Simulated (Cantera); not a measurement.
A perfectly stirred reactor is fed with CH4 : CO : O2 : N2 = 1 : 0.044 : 1.26 : 4.75 (molar parts), at 48000 Pa; it is adiabatic with a 700 K inlet, and is followed from long to short residence time, starting on the burning branch (τ in s: 0.02, 0.011, 0.0062, 0.0034, 0.0019, 0.0011, 0.00058, 0.00032, 0.00018, 0.0001, 5.5e-05, 3.1e-05, 1.7e-05).

Computed with Cantera and GRI-Mech 3.0 (53 species, 325 reactions).

x: mole fraction; the columns are a selection and need not sum to one.

```
τ (s)    T (K)     x CH4     x CO      x O2    x C2H2    x HCO   x C2H6
-------  -----  --------  -------  --------  --------  -------  -------
0.020     2099  0.000289   0.0991  0.000311   6.26e-5  5.46e-7  3.56e-8
0.011     2095  0.000435   0.0987  0.000517  0.000132  9.17e-7  8.59e-8
0.0062    2091  0.000646   0.0983  0.000851  0.000261  1.51e-6  2.00e-7
0.0034    2084  0.000978   0.0976   0.00145  0.000493  2.53e-6  4.83e-7
0.0019    2073       ___   0.0968       ___       ___      ___      ___
0.0011    2055   0.00215   0.0961   0.00403   0.00124  6.61e-6  2.57e-6
0.00058   2017   0.00361   0.0952   0.00767   0.00183  1.15e-5  7.78e-6
0.00032   1902   0.00907   0.0920    0.0200   0.00275  1.89e-5  5.94e-5
0.00018    700     0.142  0.00624     0.179    <1e-12   <1e-12   <1e-12
0.00010    700     0.142  0.00624     0.179    <1e-12   <1e-12   <1e-12
5.5e-5     700     0.142  0.00624     0.179    <1e-12   <1e-12   <1e-12
3.1e-5     700     0.142  0.00624     0.179    <1e-12   <1e-12   <1e-12
1.7e-5     700     0.142  0.00624     0.179    <1e-12   <1e-12   <1e-12
```

Task: Some entries are withheld; supply them.

Result: 
- 0.0019, x CH4: 0.00146
- 0.0019, x O2: 0.00243
- 0.0019, x C2H2: 0.000830
- 0.0019, x HCO: 4.15e-6
- 0.0019, x C2H6: 1.13e-6
